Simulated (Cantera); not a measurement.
A freely propagating, adiabatic, planar premixed flame of H2 : O2 : N2 = 1 : 0.25 : 0.94 (molar parts), unburnt at 400 K and 1.50 bar; mixture-averaged transport, grid criteria slope 0.08 and curve 0.16, no radiation.

Model: the H2/O2 subset of GRI-Mech 3.0, which has no nitrogen chemistry, integrated in Cantera. Burning velocities carry a grid error of a few per cent, more on coarse grids.

Question: How do the results move with these cheaper or finer settings: unity-Lewis-number transport; multicomponent transport; multicomponent+Soret transport; grid criteria slope 0.5, curve 1; grid criteria slope 0.25, curve 0.5; grid criteria slope 0.03, curve 0.06?

Answer: 
```json
[
 {"setting": "as above", "laminar burning velocity": "473 cm/s", "thermal thickness": "0.220 mm", "peak x(H2O2)": "6.81e-5", "peak x(H)": "0.0695", "grid points": "121"},
 {"setting": "unity-Lewis-number transport", "laminar burning velocity": "283 cm/s", "thermal thickness": "0.213 mm", "peak x(H2O2)": "2.38e-5", "peak x(H)": "0.0715", "grid points": "110"},
 {"setting": "multicomponent transport", "laminar burning velocity": "463 cm/s", "thermal thickness": "0.222 mm", "peak x(H2O2)": "6.68e-5", "peak x(H)": "0.0693", "grid points": "121"},
 {"setting": "multicomponent+Soret transport", "laminar burning velocity": "445 cm/s", "thermal thickness": "0.215 mm", "peak x(H2O2)": "7.06e-5", "peak x(H)": "0.0686", "grid points": "123"},
 {"setting": "grid criteria slope 0.5, curve 1", "laminar burning velocity": "488 cm/s", "thermal thickness": "0.284 mm", "peak x(H2O2)": "5.46e-5", "peak x(H)": "0.0740", "grid points": "41"},
 {"setting": "grid criteria slope 0.25, curve 0.5", "laminar burning velocity": "480 cm/s", "thermal thickness": "0.242 mm", "peak x(H2O2)": "6.04e-5", "peak x(H)": "0.0702", "grid points": "62"},
 {"setting": "grid criteria slope 0.03, curve 0.06", "laminar burning velocity": "472 cm/s", "thermal thickness": "0.217 mm", "peak x(H2O2)": "7.01e-5", "peak x(H)": "0.0693", "grid points": "264"}
]
```
Unity Lewis numbers drop preferential diffusion, which matters most where H2 and H carry the flame; Soret adds thermal diffusion.
